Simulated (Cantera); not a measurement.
An isothermal plug-flow reactor at 625 K and 1.01 bar (inlet), inlet velocity 3.8 m/s, active area per volume 3900 1/m; feed H₂ : O₂ : N₂ = 0.02 : 0.17 : 0.79 (molar parts), equivalence ratio 0.059.

Detailed kinetics in Cantera: Deutschmann's 1995 Pt surface mechanism with GRI-Mech 3.0 gas chemistry. Catalytic surfaces can have several steady states; this one follows from the mechanism file's or the stated starting coverage. Mass transfer to the wall is taken as infinitely fast.

x: gas mole fraction; θ: surface coverage.

| z (m) | x H₂ | x O₂ | x H₂O | θ free Pt | θ O* | θ OH* |
|---|---|---|---|---|---|---|
| 4.2e-05 | 0.0162 | 0.172 | 0.00421 | 0.159 | 0.828 | 0.0132 |
| 7e-05 | 0.0143 | 0.171 | 0.00619 | 0.140 | 0.846 | 0.0132 |
| 0.00012 | ? | 0.170 | ? | ? | 0.871 | 0.0129 |
| 0.00019 | 0.00937 | 0.169 | 0.0112 | 0.0932 | 0.894 | 0.0123 |
| 0.00032 | 0.00680 | 0.168 | 0.0137 | 0.0681 | 0.921 | 0.0112 |
| 0.00054 | 0.00463 | 0.167 | 0.0159 | 0.0467 | 0.944 | 0.00973 |
| 0.0009 | 0.00304 | 0.166 | 0.0175 | 0.0308 | 0.961 | 0.00819 |
| 0.0015 | 0.00193 | 0.166 | 0.0187 | 0.0196 | 0.974 | 0.00670 |
| 0.0025 | 0.00119 | 0.165 | 0.0194 | 0.0122 | 0.982 | 0.00538 |
| 0.0042 | ? | 0.165 | 0.0199 | ? | 0.988 | ? |

Q: What belongs in the gaps?

A: 
- 0.00012, x H₂: 0.0117
- 0.00012, x H₂O: 0.00877
- 0.00012, θ free Pt: 0.116
- 0.0042, x H₂: 0.000722
- 0.0042, θ free Pt: 0.00751
- 0.0042, θ OH*: 0.00426
